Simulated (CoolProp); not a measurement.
R11 at several states: density (kg/m³) from the reference equation and from simpler models built on Tc = 471.1 K, pc = 4408 kPa, ω = 0.189; each cubic takes its own stable root.

Model: reference Helmholtz-energy equation of state, Jacobsen 1992, in CoolProp.

```tsv
T (K)	p (kPa)	phase	reference
365.4	15900	liquid	1368
316.2	126	gas	6.829
302	13	gas	0.7141
```

### Question
How far does each simpler model (van der Waals, Redlich-Kwong, Peng-Robinson) lie from the reference over these 3 states: mean and median of the absolute difference, and the worst?

### Answer
- van der Waals: mean 11.2 %, median 1.4 %, worst -31.9 % at 365.4 K and 15900 kPa
- Redlich-Kwong: mean 2.2 %, median 0.6 %, worst -6.0 % at 365.4 K and 15900 kPa
- Peng-Robinson: mean 2.6 %, median 0.2 %, worst +7.7 % at 365.4 K and 15900 kPa
